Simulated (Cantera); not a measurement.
Feed: 1 mol Hg, a varied amount of H2, equilibrated at 1450 K and 75.0 Torr.

Cantera equilibrium calculation (NASA polynomials, part measured and part estimated; ideal gas, pure solids and liquids). Candidate condensed phases: Hg; 3 gas species. Equilibrium is a limit: real reactors are often held back by kinetics, nucleation or transport.

x: gas mole fraction; nothing condenses.

```tsv
n(H2) (mol)	x H2	x Hg	x H
0.19	0.160	0.840	[?]
0.26	0.206	0.794	[?]
0.35	0.259	0.741	[?]
0.48	0.324	0.676	[?]
0.66	0.398	0.602	[?]
0.9	0.474	0.526	2.06e-5
1.2	0.545	0.455	2.21e-5
1.7	0.630	0.370	2.37e-5
2.3	0.697	0.303	2.50e-5
3.1	0.756	0.244	2.60e-5
4.3	0.811	0.189	2.69e-5
5.9	0.855	0.145	2.77e-5
8	0.889	0.111	2.82e-5
```

Fill in the missing entries.


- 0.19, x H: 1.20e-5
- 0.26, x H: 1.36e-5
- 0.35, x H: 1.52e-5
- 0.48, x H: 1.70e-5
- 0.66, x H: 1.89e-5
